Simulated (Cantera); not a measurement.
**Silicon oxide and oxynitride deposition: SiH2Cl2 + H2O**

A closed system holds: 1 mol SiH2Cl2, a varied amount of H2O, equilibrated at 1600 °C and 43.0 mbar.

Method: chemical equilibrium by Gibbs-energy minimisation in Cantera with the NASA 1993 tables (ideal gas, pure condensed phases). Candidate condensed phases: H2O, Si, SiO2; 30 gas species. The tables' values for SiCl3, SiCl are old estimates; treat these amounts as uncertain. The tables hold silica as quartz up to 1696 K and as liquid above; real silica turns to tridymite and cristobalite and melts near 1996 K. Gases not in the tables: Si2H6 and higher silanes. Kinetics and transport are ignored.

At 0.24 mol H2O the condensed part is Si(l). From 0.3 mol H2O to 0.82 mol H2O nothing is condensed. From 1 mol H2O to 2.2 mol H2O the condensed part is SiO2(condensed). The main Si-bearing gas is SiCl2 at 0.24 mol H2O and SiO at 2.2 mol H2O.

```json
[
 {"n(H2O) (mol)": "0.24", "x HCl": "0.203", "x H2": "0.398", "x SiCl2": "0.290", "x SiO": "0.0970", "x H2O": "1.63e-6", "x SiCl3": "0.00718", "x H": "0.00197", "n Si(l)": "0.0204", "n SiO2(condensed)": "0"},
 {"n(H2O) (mol)": "0.3", "x HCl": "0.224", "x H2": "0.388", "x SiCl2": "0.261", "x SiO": "0.116", "x H2O": "2.62e-6", "x SiCl3": "0.00721", "x H": "0.00194", "n Si(l)": "0", "n SiO2(condensed)": "0"},
 {"n(H2O) (mol)": "0.39", "x HCl": "0.273", "x H2": "0.364", "x SiCl2": "0.212", "x SiO": "0.141", "x H2O": "5.85e-6", "x SiCl3": "0.00735", "x H": "0.00188", "n Si(l)": "0", "n SiO2(condensed)": "0"},
 {"n(H2O) (mol)": "0.5", "x HCl": "0.325", "x H2": "0.338", "x SiCl2": "0.159", "x SiO": "0.167", "x H2O": "1.31e-5", "x SiCl3": "0.00686", "x H": "0.00181", "n Si(l)": "0", "n SiO2(condensed)": "0"},
 {"n(H2O) (mol)": "0.64", "x HCl": "0.383", "x H2": "0.308", "x SiCl2": "0.104", "x SiO": "0.195", "x H2O": "3.27e-5", "x SiCl3": "0.00550", "x H": "0.00173", "n Si(l)": "0", "n SiO2(condensed)": "0"},
 {"n(H2O) (mol)": "0.82", "x HCl": "0.445", "x H2": "0.277", "x SiCl2": "0.0462", "x SiO": "0.225", "x H2O": "0.000114", "x SiCl3": "0.00300", "x H": "0.00164", "n Si(l)": "0", "n SiO2(condensed)": "0"},
 {"n(H2O) (mol)": "1", "x HCl": "0.472", "x H2": "0.285", "x SiCl2": "0.0214", "x SiO": "0.215", "x H2O": "0.000265", "x SiCl3": "0.00146", "x H": "0.00166", "n Si(l)": "0", "n SiO2(condensed)": "0.0874"},
 {"n(H2O) (mol)": "1.3", "x HCl": "0.486", "x H2": "0.342", "x SiCl2": "0.0101", "x SiO": "0.157", "x H2O": "0.000436", "x SiCl3": "0.000643", "x H": "0.00182", "n Si(l)": "0", "n SiO2(condensed)": "0.341"},
 {"n(H2O) (mol)": "1.7", "x HCl": "0.495", "x H2": "0.426", "x SiCl2": "0.00178", "x SiO": "0.0724", "x H2O": "0.00118", "x SiCl3": "0.000104", "x H": "0.00203", "n Si(l)": "0", "n SiO2(condensed)": "0.703"},
 {"n(H2O) (mol)": "2.2", "x HCl": "0.473", "x H2": "0.472", "x SiCl2": "1.03e-6", "x SiO": "0.00192", "x H2O": "0.0493", "x SiCl3": "5.44e-8", "x H": "0.00214", "n Si(l)": "0", "n SiO2(condensed)": "0.992"}
]
```
x: gas mole fraction; n: condensed amount in mol.
